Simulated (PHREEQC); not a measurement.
0.034 g of hydrous ferric oxide (600 m²/g; 0.2 weak and 0.005 strong sites per Fe, Dzombak-Morel constants, diffuse double layer) in 1 kg of water with 0.05 mol/kgw of an inert sodium salt and 5.6e-05 mol/kgw PbCl2 and 1e-07 mol/kgw NiCl2, at 25 °C; the pH is set by adding NaOH or the inert anion's acid. Oxygen is held at 0.21 atm. The system is closed to CO2. No solid was allowed to form.

The series has 13 steps of pH, from 3 to 11.

Equilibrium calculation in PHREEQC: ion-association model, wateq4f.dat.

Problem. Near which pH is half of the Pb sorbed, and on which side is more sorbed?

Solution. Near pH 6.3, with more sorbed at higher pH.

Problem. At which pH does the surface charge pass through zero?

Solution. Near pH 10.6.

Along this series the solution becomes supersaturated in solids that the run did not let form, among them Ni(OH)2. Species that the database lacks are ignored. The oxide is taken as insoluble; below pH 4 it would dissolve.
